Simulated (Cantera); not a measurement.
# SiCl₄ + H₂ (chlorosilane synthesis and conversion)

A closed system holds: 1 mol SiCl₄, 2 mol H₂, equilibrated at 0.810 bar.

These are equilibrium values from Cantera (NASA tables, ideal gas, pure condensed phases), not measurements of a reactor. Candidate condensed phases: Si; 19 gas species. The tables' values for SiCl₃ are old estimates; treat these amounts as uncertain. Rates play no part.

```tsv
T (°C)	log p H₂	log p SiCl₄	log p HCl	log p SiHCl₃	log p SiCl₃	log p SiCl₂
300	-0.27	-0.57	-2.85	-2.85	-8.65	<-12
350	-0.27	-0.57	-2.59	-2.59	-7.61	-11.66
400	-0.27	-0.58	-2.37	-2.37	-6.72	-10.20
450	-0.27	-0.58	-2.19	-2.19	-5.96	-8.94
500	-0.28	-0.58	-2.03	-2.03	-5.30	-7.85
550	-0.28	-0.59	-1.89	-1.90	-4.72	-6.90
600	-0.28	-0.60	-1.77	-1.78	-4.21	-6.05
650	-0.29	-0.60	-1.66	-1.67	-3.76	-5.31
700	-0.29	-0.61	-1.57	-1.59	-3.36	-4.64
750	-0.29	-0.62	-1.48	-1.51	-3.00	-4.04
800	-0.30	-0.64	-1.40	-1.45	-2.68	-3.51
850	-0.31	-0.65	-1.32	-1.40	-2.40	-3.05
900	-0.31	-0.67	-1.25	-1.37	-2.15	-2.64
```
log p: log10 of the partial pressure in bar; nothing condenses.

From 300 °C to 900 °C nothing is condensed. The main Si-bearing gas is SiCl₄ throughout.
